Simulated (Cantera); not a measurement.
**Silicon etching in halogen gases: Si + Cl₂ + N₂**

Feed: 1 mol Si, 0.9 mol Cl₂, 2 mol N₂, at 1475 °C and 0.0428 Torr.

Method: chemical equilibrium by Gibbs-energy minimisation in Cantera with the NASA 1993 tables (ideal gas, pure condensed phases). Candidate condensed phases: Si, Si₃N₄; 13 gas species. The tables' values for SiCl, SiCl₃, SiN are old estimates; treat these amounts as uncertain. Rates play no part.

```
Property        Result
----------  ----------
x(N₂)            0.667
x(SiCl₂)         0.293
x(Si)           0.0255
x(Cl)          0.00692
x(SiCl)        0.00680
x(SiCl₃)      0.000419
x(Si₂N)       0.000139
x(Si₂)        0.000131
x(SiN)         8.17e-5
n(Si(l))    0.0221 mol
gas amount   2.997 mol
```
